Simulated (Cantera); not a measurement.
A perfectly stirred reactor is fed with 37.0 % CH₄, 63.0 % H₂, at 160 Pa; it is held at 1848 K, and followed from long to short residence time.

Detailed kinetics in Cantera: GRI-Mech 3.0 (53 species, 325 reactions). GRI-Mech 3.0 stops at C3 and has no aromatics, soot or wall deposition, so with more carbon than oxygen in the feed, carbon stays in small species such as C2H2 where larger ones or solid carbon would form. Radical loss at walls, strong at low pressure, is not modelled.

x: mole fraction; the columns are a selection and need not sum to one.

```json
[
 {"τ (s)": "0.55", "x CH₄": "0.106", "x H₂": "0.792", "x H": "0.00208", "x C₂H₄": "0.00161", "x C₂H": "2.59e-6", "x C₂H₆": "2.05e-5", "x CH₂": "8.46e-6"},
 {"τ (s)": "0.18", "x CH₄": "0.181", "x H₂": "0.744", "x H": "0.00167", "x C₂H₄": "0.00381", "x C₂H": "1.50e-6", "x C₂H₆": "4.59e-5", "x CH₂": "9.49e-6"},
 {"τ (s)": "0.057", "x CH₄": "0.286", "x H₂": "0.676", "x H": "0.00108", "x C₂H₄": "0.00565", "x C₂H": "3.71e-7", "x C₂H₆": "6.29e-5", "x CH₂": "7.82e-6"},
 {"τ (s)": "0.018", "x CH₄": "0.361", "x H₂": "0.633", "x H": "?", "x C₂H₄": "?", "x C₂H": "?", "x C₂H₆": "?", "x CH₂": "?"},
 {"τ (s)": "0.0060", "x CH₄": "0.369", "x H₂": "0.630", "x H": "0.000113", "x C₂H₄": "6.11e-5", "x C₂H": "1.64e-11", "x C₂H₆": "1.61e-6", "x CH₂": "2.26e-7"},
 {"τ (s)": "0.0019", "x CH₄": "0.370", "x H₂": "0.630", "x H": "?", "x C₂H₄": "?", "x C₂H": "<1e-12", "x C₂H₆": "?", "x CH₂": "?"},
 {"τ (s)": "0.00062", "x CH₄": "0.370", "x H₂": "0.630", "x H": "1.44e-5", "x C₂H₄": "6.26e-8", "x C₂H": "<1e-12", "x C₂H₆": "6.49e-9", "x CH₂": "2.24e-9"}
]
```

What belongs in the gaps?


- 0.018, x H: 0.000359
- 0.018, x C₂H₄: 0.00121
- 0.018, x C₂H: 4.65e-9
- 0.018, x C₂H₆: 1.57e-5
- 0.018, x CH₂: 1.82e-6
- 0.0019, x H: 3.77e-5
- 0.0019, x C₂H₄: 2.03e-6
- 0.0019, x C₂H₆: 1.19e-7
- 0.0019, x CH₂: 2.31e-8
